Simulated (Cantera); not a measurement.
Gas mixture: O2 = 0.93 (molar parts), at 5.60 bar, frozen composition.

Cantera's kinetic-theory transport with the Lennard-Jones parameters of GRI-Mech 3.0, ideal gas; thermal conductivity in the multicomponent form.

One state of this run: ρ (kg/m³) = 2.16; cp (J/kg/K) = 1090; μ (µPa s) = 47.9; λ (mW/m/K) = 73.7; Pr = 0.709; D (cm²/s) H2O = 0.383; D (cm²/s) NH3 = 0.361; D (cm²/s) H2 = 1.10. D: mixture-averaged diffusion coefficient of that species in the mixture.

Q: Which value of T (K) does it belong to?
A) 400
B) 800
C) 1000
D) 1200

A: C, 1000
